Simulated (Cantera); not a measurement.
Thermodynamics of hydrogen reduction and annealing atmospheres, feed FeS₂ + H₂

Charge: 1 mol FeS₂, a varied amount of H₂, equilibrated at 477 °C and 0.133 bar.

Equilibrium computed with Cantera from the NASA thermochemical tables; the gas is ideal and each condensed phase is pure. Candidate condensed phases: Fe, FeS, FeS₂, S; 8 gas species. FeS: taken at fixed stoichiometry. Equilibrium is a limit: real reactors are often held back by kinetics, nucleation or transport.

```tsv
n(H₂) (mol)	x H₂	x H₂S	x S₂	x SH	n FeS(s)	n FeS₂(s)
0.66	0.0787	0.921	4.31e-5	7.54e-8	0.608	0.392
1.3	0.231	0.769	3.50e-6	3.68e-8	1.00	0
2.6	0.615	0.385	1.23e-7	1.13e-8	1.00	0
5.2	0.808	0.192	1.78e-8	4.92e-9	1.00	0
10	0.900	0.100	3.89e-9	2.42e-9	1.00	0
20	0.950	0.0500	8.72e-10	1.18e-9	1.00	0
41	0.976	0.0244	1.97e-10	5.67e-10	1.00	0
81	0.988	0.0123	4.92e-11	2.85e-10	1.00	0
160	0.994	0.00625	1.25e-11	1.44e-10	1.00	0
320	0.997	0.00313	3.09e-12	7.19e-11	1.00	0
630	0.998	0.00159	<1e-12	3.65e-11	1.00	0
1300	0.999	0.000769	<1e-12	1.77e-11	1.00	0
```
x: gas mole fraction; n: condensed amount in mol.

At 0.66 mol H₂ the condensed part is FeS(s) + FeS₂(s). From 1.3 mol H₂ to 1300 mol H₂ the condensed part is FeS(s).
